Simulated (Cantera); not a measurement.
Charge: 1 mol Ta, 0.43 mol CO2, 270 mol H2, held at 1700 Pa.

Method: chemical equilibrium by Gibbs-energy minimisation in Cantera with the NASA 1993 tables (ideal gas, pure condensed phases). Candidate condensed phases: C, C6H6, C7H8, C8H18, H2O, Ta, TaC, Ta2O5; 113 gas species. Mutual solubility and eutectic melting of coexisting phases are not modelled. Condensed phases not in the tables: Ta2C, N, O or C dissolved in the metal. Kinetics and transport are ignored.

### Question
At 1800 K, list the 4 most abundant gas species with their mole fractions, and the condensed phases.

### Answer
H2 0.995, H 0.00274, CO 0.00159, H2O 0.000685. Condensed: Ta(s) + Ta2O5(s).
